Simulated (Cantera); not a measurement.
A perfectly stirred reactor is fed with C2H6 : N2 = 2.6 : 55 (molar parts), at 100000 Pa; it is held at 1550 K, and followed from long to short residence time.

Detailed kinetics in Cantera: GRI-Mech 3.0 (53 species, 325 reactions). GRI-Mech 3.0 stops at C3 and has no aromatics, soot or wall deposition, so with more carbon than oxygen in the feed, carbon stays in small species such as C2H2 where larger ones or solid carbon would form.

One state of this run: x C2H6 = 0.0149; x C2H2 = 0.00699; x H2 = 0.0267; x HCN = 1.04e-7; x CH4 = 0.00836; x C2H4 = 0.0168. x: mole fraction; the columns are a selection and need not sum to one.

**Question.** Which value of τ (s) does it belong to?
A. 0.00027
B. 0.36
C. 0.085
D. 0.0011

**Answer.** A, 0.00027
